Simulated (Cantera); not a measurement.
Si + HBr + H2 (silicon etching in halogen gases)

Feed: 1 mol Si, 8.3 mol HBr, 4.5 mol H2, equilibrated at 87.0 Pa.

Cantera equilibrium calculation (NASA polynomials, part measured and part estimated; ideal gas, pure solids and liquids). Candidate condensed phases: Br2, Si; 19 gas species. The tables' values for SiBr3, SiBr are old estimates; treat these amounts as uncertain. Kinetics and transport are ignored.

From 1323 K to 1598 K nothing is condensed. The main Si-bearing gas is SiBr2 throughout.

```
T (K)  x HBr   x H2     x Br  x SiBr2   x SiBr4   x SiBr3       x H
-----  -----  -----  -------  -------  --------  --------  --------
1323   0.475  0.439  0.00827   0.0722   0.00333   0.00253   3.56e-5
1348   0.474  0.437   0.0107   0.0736   0.00213   0.00216   5.19e-5
1373   0.472  0.437   0.0137   0.0745   0.00137   0.00184   7.46e-5
1398   0.468  0.437   0.0173   0.0751  0.000888   0.00156  0.000106
1423   0.463  0.438   0.0216   0.0754  0.000578   0.00132  0.000149
1448   0.458  0.438   0.0266   0.0756  0.000378   0.00112  0.000207
1473   0.451  0.440   0.0325   0.0756  0.000249  0.000953  0.000284
1498   0.442  0.441   0.0393   0.0756  0.000165  0.000810  0.000387
1523   0.433  0.443   0.0470   0.0754  0.000110  0.000688  0.000522
1548   0.422  0.446   0.0556   0.0752   7.32e-5  0.000585  0.000697
1573   0.410  0.448   0.0652   0.0749   4.90e-5  0.000496  0.000923
1598   0.397  0.451   0.0757   0.0745   3.29e-5  0.000421   0.00121
```
x: gas mole fraction; nothing condenses.
